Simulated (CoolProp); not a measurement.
Water along the isotherm 726.85 °C: fugacity coefficient from the reference equation and from simpler models built on Tc = 373.9 °C, pc = 220.6 bar, ω = 0.344; each cubic takes its own stable root.

The numbers come from the reference Helmholtz-energy equation of state, Wagner 2002 in CoolProp.

| p (bar) | phase | reference |
|---|---|---|
| 41.4 | gas | 0.9895 |
| 82.7 | gas | 0.9790 |
| 124 | gas | 0.9687 |
| 165 | gas | 0.9585 |
| 207 | gas | 0.9481 |
| 248 | supercritical | 0.9382 |
| 290 | supercritical | 0.9281 |
| 331 | supercritical | 0.9184 |

**Question.** How far does each simpler model (van der Waals, Soave-Redlich-Kwong) lie from the reference over these 8 states: mean and median of the absolute difference, and the worst?

**Answer.** 
- van der Waals: mean 3.3 %, median 3.3 %, worst -5.8 % at 726.85 °C and 331 bar
- Soave-Redlich-Kwong: mean 1.2 %, median 1.1 %, worst +2.4 % at 726.85 °C and 331 bar
